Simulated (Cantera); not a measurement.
Feed: 1 mol Pb, 0.94 mol O₂, 68 mol N₂, at 948 K and 0.000130 bar.

Method: chemical equilibrium by Gibbs-energy minimisation in Cantera with the NASA 1993 tables (ideal gas, pure condensed phases). Candidate condensed phases: Pb, PbO, PbO₂, Pb₃O₄; 12 gas species. Kinetics and transport are ignored.

Base state: N₂ 0.993, O₂ 0.00643, PbO 0.000377 (mole fractions); condensed: PbO(yellow).

### Question
What changes in the equilibrium state with this change: Pb replaced by HgO?

### Answer
```tsv
species	before	after
N₂	0.993	0.965
O₂	0.00643	0.0204
Hg	0	0.0142
PbO	0.000377	0
PbO(yellow), mol	0.974	0
```
Further candidate phases: Hg, HgO.
